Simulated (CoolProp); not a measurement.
Saturation properties of carbon monoxide.

Computed with CoolProp (reference Helmholtz-energy equation of state, Lemmon 2006). It is a short technical equation, of lower accuracy than the large ones.

| T (K) | p (MPa) | liquid density (kg/m³) | vapour Z |
|---|---|---|---|
| 76.1 | 0.05128 | 816.9 | 0.9747 |
| 81.1 | 0.09526 | 795.6 | 0.9605 |
| 86.1 | 0.1636 | 773.4 | 0.9420 |
| 91.1 | 0.2636 | 750.1 | 0.9188 |
| 96.1 | 0.4031 | 725.6 | 0.8906 |
| 101.1 | 0.5900 | 699.5 | 0.8571 |
| 106.1 | 0.8328 | 671.3 | 0.8177 |
| 111.1 | 1.140 | 640.3 | 0.7718 |
| 116.1 | 1.521 | 605.6 | 0.7179 |
| 121.1 | 1.987 | 565.0 | 0.6534 |
| 126.1 | 2.548 | 513.9 | 0.5718 |

It boils at 81.6 K under 1 atm.
